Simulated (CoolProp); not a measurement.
Vapour-liquid equilibrium of R227EA (1) + isobutene (2) at 205.1 K; x and y are mole fractions of (1).

Values from CoolProp's multi-fluid Helmholtz-energy mixture model, Lemmon 2016 and Lemmon 2005; pair parameters Bell 2016.

| x | bubble pressure (bar) | y at the bubble point | dew pressure at overall composition x (bar) | liquid density (mol/L) |
|---|---|---|---|---|
| 0.05 | 0.05273 | ___ | 0.04163 | 12.18 |
| 0.125 | 0.06356 | 0.433 | 0.04475 | 11.95 |
| 0.2 | 0.06862 | 0.495 | 0.04834 | 11.74 |
| 0.275 | 0.07083 | 0.523 | 0.05251 | 11.54 |
| 0.35 | 0.07174 | 0.537 | 0.05735 | 11.34 |
| 0.425 | 0.07212 | 0.546 | 0.06294 | 11.16 |
| 0.5 | 0.07231 | ___ | 0.06906 | 10.99 |
| 0.575 | 0.07236 | 0.564 | 0.07224 | 10.83 |
| 0.65 | 0.07214 | 0.580 | 0.06964 | ___ |
| 0.725 | 0.07134 | 0.608 | 0.06608 | 10.53 |
| 0.8 | 0.06946 | 0.654 | 0.06244 | 10.39 |
| 0.875 | ___ | 0.729 | 0.05898 | 10.26 |
| 0.95 | 0.05973 | 0.858 | 0.05576 | 10.14 |

Q: Fill in the missing entries.

A: 
- 0.05, y at the bubble point: 0.279
- 0.5, y at the bubble point: 0.553
- 0.65, liquid density (mol/L): 10.67
- 0.875, bubble pressure (bar): 0.06587

y crosses x between x = 0.5 and 0.575: the model has an azeotrope there.

The pair parameters rest on a limited set of measurements; away from them the model extrapolates. With so large a gap from Raoult's law the liquid may split in two, which this calculation doesn't test in full.
